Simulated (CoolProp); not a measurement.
2000 sccm (0 °C, 1 atm) of nitrogen bubbles through liquid the fluoroketone C6F12O (FK-5-1-12) at 299.5 K and leaves saturated at a total pressure of 0.15 MPa (ideal gas phase). Each further row changes one setting.

Model: reference Helmholtz-energy equation of state, McLinden 2015, in CoolProp.

| case | vapour pressure (kPa) | mole fraction of vapour | delivery (mg/min) | delivery (sccm) | change of delivery for a bath 1 K warmer (%) |
|---|---|---|---|---|---|
| as stated | 42.8 | ? | ? | 797 | 6.0 |
| bath temperature 304.5 K | 52.4 | 0.349 | 15100 | 1070 | ? |
| total pressure 0.3 MPa | 42.8 | ? | 4690 | ? | 5.0 |

**Question.** Some entries are withheld; supply them.

**Answer.** 
- as stated, mole fraction of vapour: 0.285
- as stated, delivery (mg/min): 11200
- bath temperature 304.5 K, change of delivery for a bath 1 K warmer (%): 6.4
- total pressure 0.3 MPa, mole fraction of vapour: 0.143
- total pressure 0.3 MPa, delivery (sccm): 332
